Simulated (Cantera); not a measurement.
Input (Python, Cantera):

```python
import numpy as np
import cantera as ct

gas = ct.Solution("gri30.yaml")
gas.TPX = 1650, 101325, {'NO': 1, 'N2': 5.5}
reactor = ct.IdealGasConstPressureReactor(gas, energy="off", clone=False)
net = ct.ReactorNet([reactor])
net.rtol, net.atol = 1e-08, 1e-18
show = ['NO', 'NO2', 'N2', 'N2O', 'O2', 'O']
times = np.geomspace(2e-06, 5, 13)

steps = ct.SolutionArray(gas, extra=["t"])
rows = []
print(f"{'t/s':>10s}{'T/K':>9s}{'P/Pa':>11s}" + "".join(f"{s:>11s}" for s in show))
for t in times:
    while net.time < t:
        t_next = net.step()
        steps.append(gas.state, t=t_next)
    rows.append([np.interp(t, steps.t, y) for y in (steps.T, steps.P, *steps(*show).X.T)])
    print(f"{t:10.3e}{rows[-1][0]:9.1f}{rows[-1][1]:11.4g}" + "".join(f"{x:11.3e}" for x in rows[-1][2:]))
rate = np.gradient(steps.T, steps.t)
print("integrator steps:", len(steps.t))
if steps.T.max() > steps.T[0] + 200:
    print(f"time of steepest temperature rise: {steps.t[rate.argmax()]:.4e} s")
gas.TPX = 1650, 101325, {'NO': 1, 'N2': 5.5}
gas.equilibrate("TP")
print(f"equilibrium (TP): T = {gas.T:.1f} K  " + "  ".join(f"{s} {gas[s].X[0]:.3e}" for s in show))
```

Output:

```
       t/s      T/K       P/Pa         NO        NO2         N2        N2O         O2          O
 2.000e-06   1650.0  1.013e+05  1.538e-01  6.515e-11  8.462e-01  2.561e-09  7.693e-14  2.496e-09
 6.826e-06   1650.0  1.013e+05  1.538e-01  7.291e-10  8.462e-01  8.737e-09  8.621e-13  8.016e-09
 2.330e-05   1650.0  1.013e+05  1.538e-01  7.412e-09  8.462e-01  2.979e-08  8.824e-12  2.247e-08
 7.953e-05   1650.0  1.013e+05  1.538e-01  5.828e-08  8.462e-01  1.013e-07  7.209e-11  4.412e-08
 2.714e-04   1650.0  1.013e+05  1.538e-01  2.976e-07  8.462e-01  3.410e-07  4.334e-10  5.645e-08
 9.265e-04   1650.0  1.013e+05  1.538e-01  1.179e-06  8.462e-01  1.112e-06  2.852e-09  7.967e-08
 3.162e-03   1650.0  1.013e+05  1.538e-01  4.613e-06  8.462e-01  3.266e-06  3.715e-08  1.650e-07
 1.079e-02   1650.0  1.013e+05  1.538e-01  1.813e-05  8.462e-01  7.090e-06  1.054e-06  4.702e-07
 3.684e-02   1650.0  1.013e+05  1.537e-01  4.046e-05  8.462e-01  8.991e-06  2.261e-05  9.328e-07
 1.257e-01   1650.0  1.013e+05  1.535e-01  4.427e-05  8.463e-01  9.009e-06  1.367e-04  1.013e-06
 4.292e-01   1650.0  1.013e+05  1.527e-01  4.967e-05  8.467e-01  8.914e-06  5.280e-04  1.136e-06
 1.465e+00   1650.0  1.013e+05  1.500e-01  6.403e-05  8.481e-01  8.599e-06  1.843e-03  1.474e-06
 5.000e+00   1650.0  1.013e+05  1.415e-01  9.269e-05  8.523e-01  7.640e-06  6.072e-03  2.233e-06
integrator steps: 668
equilibrium (TP): T = 1650.0 K  NO 1.560e-03  NO2 3.336e-06  N2 9.223e-01  N2O 1.003e-07  O2 7.614e-02  O 7.142e-06
```

Computed with Cantera and GRI-Mech 3.0 (53 species, 325 reactions).
